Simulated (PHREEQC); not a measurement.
Consider water at 20 °C with 8.9 mmol/kgw MgCl2 and 7.4 mmol/kgw LiCl. Closed to the air; pH follows from the charge balance.

Computed with PHREEQC (ion-association model, wateq4f.dat).

```json
{
  "ionic_strength": "0.0341 mol/kgw"
}
```

```
species  molality  activity   log γ
-------  --------  --------  ------
Cl-        0.0252    0.0211  -0.077
Mg+2      0.00890   0.00474  -0.273
Li+       0.00740   0.00632  -0.069
H+        1.55e-7   1.34e-7  -0.060
MgOH+     9.43e-8   8.08e-8  -0.067
OH-       6.03e-8   5.04e-8  -0.077
```

This is a speciation only: nothing precipitates in the calculation.
